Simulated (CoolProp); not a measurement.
Vapour-liquid equilibrium of CHF3 (R23) (1) + propylene (2) at -10.75 °C; x and y are mole fractions of (1).

The numbers come from the multi-fluid Helmholtz-energy mixture model, Penoncello 2003 and Lemmon 2013; pair parameters Bell 2016 in CoolProp.

Give the bubble pressure and the first vapour's composition at x = 0.65, 0.85, 0.95. Is there an azeotrope?

x = 0.65: 1.581 MPa, y = 0.821; x = 0.85: 1.749 MPa, y = 0.902; x = 0.95: 1.818 MPa, y = 0.962. No azeotrope shows between x = 0.05 and 0.95.

The pair parameters rest on a limited set of measurements; away from them the model extrapolates.
